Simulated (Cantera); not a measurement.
An adiabatic, constant-volume homogeneous reactor starts with CO : H₂ : CH₄ : O₂ : N₂ = 1 : 0.033 : 0.84 : 3.49 : 13.1 (molar parts), equivalence ratio 0.63, at 1425 K and 500000 Pa.

Cantera simulation using GRI-Mech 3.0 (53 species, 325 reactions); the numbers are that mechanism's predictions, not measurements.

Task: Predict: time of steepest temperature rise; temperature at 8.00 s; equilibrium temperature; x(CO) at 8.00 s; x(H₂) at 8.00 s; x(O₂) at 8.00 s; x(HO₂) at 8.00 s.

Result: time of steepest temperature rise: 0.429 ms
temperature at 8.00 s: 2788 K
equilibrium temperature: 2788 K
x(CO) at 8.00 s: 0.0156 (gas-phase equilibrium 0.0156)
x(H₂) at 8.00 s: 0.00224 (gas-phase equilibrium 0.00224)
x(O₂) at 8.00 s: 0.0653 (gas-phase equilibrium 0.0653)
x(HO₂) at 8.00 s: 1.89e-5 (gas-phase equilibrium 1.89e-5)
